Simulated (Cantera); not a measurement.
Input: 1 mol C2H6, 0.031 mol NH3, held at 925 °C and 0.435 Torr.

Method: chemical equilibrium by Gibbs-energy minimisation in Cantera with the NASA 1993 tables (ideal gas, pure condensed phases). Candidate condensed phases: C, C6H6, C7H8, C8H18; 92 gas species. Equilibrium is a limit: real reactors are often held back by kinetics, nucleation or transport.

Base state: H2 0.995, N2 0.00506 (mole fractions); condensed: C(graphite).

What changes in the equilibrium state with this change: C2H6 replaced by C2H5OH?


```json
[
 {"species": "H2", "before": "0.995", "after": "0.750"},
 {"species": "CO", "before": "0", "after": "0.246"},
 {"species": "N2", "before": "0.00506", "after": "0.00381"},
 {"species": "C(graphite), mol", "before": "2.00", "after": "1.000"}
]
```
Further candidate phases: H2O.

What changes in the equilibrium state with this change: NH3 from 0.031 to 0.2 mol?


```
species            before    after
----------------  -------  -------
H2                  0.995    0.971
N2                0.00506   0.0294
HCN               5.18e-6  1.23e-5
C(graphite), mol     2.00     2.00
```

What changes in the equilibrium state with this change: NH3 from 0.031 to 0.91 mol?


```csv
species,before,after
H2,0.995,0.906
N2,0.00506,0.0944
HCN,5.18e-6,2.13e-5
"C(graphite), mol",2.00,2.00
```
